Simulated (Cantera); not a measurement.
Cantera run, input and output.

```python
import numpy as np
import cantera as ct

gas = ct.Solution("gri30.yaml")
gas.TPX = 1700, 1333, {'C2H6': 1, 'N2': 16}
reactor = ct.IdealGasConstPressureReactor(gas, energy="off", clone=False)
net = ct.ReactorNet([reactor])
net.rtol, net.atol = 1e-08, 1e-18
show = ['C2H6', 'CH2', 'C2H4', 'CH4', 'C2H', 'CH3', 'H2']
times = np.geomspace(2e-05, 2, 11)

steps = ct.SolutionArray(gas, extra=["t"])
rows = []
print(f"{'t/s':>10s}{'T/K':>9s}{'P/Pa':>11s}" + "".join(f"{s:>11s}" for s in show))
for t in times:
    while net.time < t:
        t_next = net.step()
        steps.append(gas.state, t=t_next)
    rows.append([np.interp(t, steps.t, y) for y in (steps.T, steps.P, *steps(*show).X.T)])
    print(f"{t:10.3e}{rows[-1][0]:9.1f}{rows[-1][1]:11.4g}" + "".join(f"{x:11.3e}" for x in rows[-1][2:]))
rate = np.gradient(steps.T, steps.t)
print("integrator steps:", len(steps.t))
if steps.T.max() > steps.T[0] + 200:
    print(f"time of steepest temperature rise: {steps.t[rate.argmax()]:.4e} s")
gas.TPX = 1700, 1333, {'C2H6': 1, 'N2': 16}
gas.equilibrate("TP")
print(f"equilibrium (TP): T = {gas.T:.1f} K  " + "  ".join(f"{s} {gas[s].X[0]:.3e}" for s in show))
```

Result:

```
       t/s      T/K       P/Pa       C2H6        CH2       C2H4        CH4        C2H        CH3         H2
 2.000e-05   1700.0       1333  5.790e-02  9.753e-08  2.125e-06  1.112e-05  1.629e-17  1.713e-03  1.739e-06
 6.325e-05   1700.0       1333  5.582e-02  2.593e-06  6.782e-05  1.079e-04  9.011e-14  5.166e-03  6.630e-05
 2.000e-04   1700.0       1333  4.735e-02  2.865e-05  2.297e-03  9.541e-04  2.292e-09  1.356e-02  2.336e-03
 6.325e-04   1700.0       1333  1.791e-02  7.675e-05  1.934e-02  6.859e-03  6.956e-07  2.293e-02  2.156e-02
 2.000e-03   1700.0       1333  3.960e-04  4.272e-05  1.732e-02  1.523e-02  3.267e-06  7.127e-03  6.000e-02
 6.325e-03   1700.0       1333  2.170e-05  8.453e-06  4.894e-03  1.397e-02  1.645e-06  1.908e-03  7.921e-02
 2.000e-02   1700.0       1333  5.730e-06  2.583e-06  8.485e-04  1.229e-02  9.470e-07  8.818e-04  8.633e-02
 6.325e-02   1700.0       1333  2.108e-06  1.073e-06  1.813e-04  1.045e-02  6.442e-07  5.010e-04  8.992e-02
 2.000e-01   1700.0       1333  9.525e-07  6.320e-07  8.036e-05  8.035e-03  5.615e-07  3.300e-04  9.356e-02
 6.325e-01   1700.0       1333  3.622e-07  4.615e-07  3.022e-05  4.513e-03  6.476e-07  2.081e-04  9.862e-02
 2.000e+00   1700.0       1333  5.501e-08  2.563e-07  7.112e-06  1.425e-03  8.637e-07  8.575e-05  1.030e-01
integrator steps: 1182
equilibrium (TP): T = 1700.0 K  C2H6 3.830e-12  CH2 2.533e-09  C2H4 1.212e-06  CH4 7.700e-06  C2H 3.963e-07  CH3 6.190e-07  H2 1.050e-01
```

Cantera simulation using GRI-Mech 3.0 (53 species, 325 reactions); the numbers are that mechanism's predictions, not measurements. GRI-Mech 3.0 stops at C3 and has no aromatics, soot or wall deposition, so with more carbon than oxygen in the feed, carbon stays in small species such as C2H2 where larger ones or solid carbon would form. Radical loss at walls, strong at low pressure, is not modelled.
